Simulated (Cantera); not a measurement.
Input: 1 mol CsOH, 9.9 mol H2, 0.047 mol H2O, held at 1825 K and 2.20 bar.

These are equilibrium values from Cantera (NASA tables, ideal gas, pure condensed phases), not measurements of a reactor. Candidate condensed phases: Cs, CsOH, H2O; 15 gas species. Kinetics and transport are ignored.

### Question
What is the equilibrium state?

### Answer
```
Quantity                                Value
----------------------------------  ---------
x(H2)                                   0.854
x(H2O)                                 0.0569
x(Cs)                                  0.0527
x(CsOH)                                0.0362
x(H)                                 0.000274
x(Cs2)                                2.41e-5
x(Cs2(OH)2)                           1.39e-6
x(OH)                                 1.28e-6
gas amount                          11.24 mol
log10 activity of CsOH(l) (absent)      -2.56
log10 activity of Cs(l) (absent)        -2.62
```
